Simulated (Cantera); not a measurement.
Input: 1 mol PH3, 0.054 mol H2, at 1575 °C and 56.0 Pa.

Method: chemical equilibrium by Gibbs-energy minimisation in Cantera with the NASA 1993 tables (ideal gas, pure condensed phases). Candidate condensed phases: P; 7 gas species. Equilibrium is a limit: real reactors are often held back by kinetics, nucleation or transport.

Base state: H2 0.739, P2 0.239, H 0.0193, P 0.00250, PH 0.000112 (mole fractions); condensed: gas only.

Task: What changes in the equilibrium state with this change: pressure from 56.0 Pa to 1.00 bar?

Result: 
```
species   before     after
-------  -------  --------
H2         0.739     0.758
P2         0.239     0.239
P4       1.38e-6   0.00246
H         0.0193  0.000462
PH3      4.13e-8   7.65e-5
P        0.00250   5.91e-5
```
